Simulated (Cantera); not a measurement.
A freely propagating, adiabatic, planar premixed flame of 31.5 % H2, 14.3 % O2, 53.8 % N2, 0.440 % H2O, unburnt at 373 K and 420000 Pa; mixture-averaged transport, grid criteria slope 0.08 and curve 0.16, no radiation.

Computed with Cantera and the H2/O2 subset of GRI-Mech 3.0, which has no nitrogen chemistry. The hydrogen kinetics of GRI-Mech 3.0 are dated; newer H2 mechanisms differ, most at raised pressure. Burning velocities carry a grid error of a few per cent, more on coarse grids.

x: mole fraction of selected species; z is measured from the peak of heat release.

```
z (mm)   T (K)  u (m/s)    x H2     x O2    x H2O2       x O      x OH       x HO2
-------  -----  -------  ------  -------  --------  --------  --------  ----------
-0.184     373     3.31   0.315    0.143     <1e-8     <1e-8     <1e-8       <1e-8
-0.123     373     3.31   0.315    0.143     <1e-8     <1e-8     <1e-8       <1e-8
-0.0920    373     3.31   0.314    0.143     <1e-8     <1e-8     <1e-8  (withheld)
-0.0614    374     3.32   0.313    0.144   1.12e-7   3.50e-8     <1e-8  (withheld)
-0.0307    417     3.61   0.294    0.147   2.05e-5   2.60e-6   9.04e-6  (withheld)
-0.0153    724     6.01   0.247    0.141  0.000142  0.000160  0.000939  (withheld)
0         1227     9.87   0.172    0.109   5.48e-5   0.00200   0.00253  (withheld)
0.0153    1583     12.6   0.104   0.0620   6.63e-6   0.00514   0.00654  (withheld)
0.0307    1782     14.1  0.0682   0.0329   3.42e-6   0.00628    0.0107  (withheld)
0.0614    1973     15.5  0.0514   0.0165   1.89e-6   0.00569    0.0140  (withheld)
0.123     2137     16.6  0.0464   0.0110   1.11e-6   0.00380    0.0140  (withheld)
0.245     2270     17.5  0.0414  0.00720   7.28e-7   0.00213    0.0121  (withheld)
0.491     2363     18.1  0.0365  0.00437   4.88e-7   0.00110   0.00949  (withheld)
```

Q: Fill in the missing entries.

A: 
- -0.0920, x HO2: 3.49e-8
- -0.0614, x HO2: 8.76e-7
- -0.0307, x HO2: 0.000172
- -0.0153, x HO2: 0.00101
- 0, x HO2: 0.000411
- 0.0153, x HO2: 0.000186
- 0.0307, x HO2: 8.68e-5
- 0.0614, x HO2: 3.63e-5
- 0.123, x HO2: 1.91e-5
- 0.245, x HO2: 9.85e-6
- 0.491, x HO2: 4.77e-6
